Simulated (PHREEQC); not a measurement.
Consider water at 25 °C with 0.0085 mol ZnI2 per kg of water. Closed to the air; pH follows from the charge balance.

Model: ion-association model, wateq4f.dat, run in PHREEQC.

Each row changes one thing in this solution. Precipitation was switched off in this run.

```tsv
case	pH	ionic strength (mol/kgw)
as made	5.63	0.0255
ZnI2 replaced by ZnCl2 at the same molality	5.57	0.0251
ZnI2 from 0.0085 to 0.00425 mol/kgw	5.75	0.0127
ZnI2 replaced by KI at the same molality	7.00	0.00850
diluted 5-fold with water	5.92	0.00510
ZnI2 replaced by CsI at the same molality	7.00	0.00850
0.012 mol/kgw H3PO4 added	2.22	0.0324
```

Complexes and solids missing from the database can't appear. H3PO4, which wateq4f.dat lacks, is added to it with the constant of phreeqc.dat. The database has no phosphate complexes of Zn.
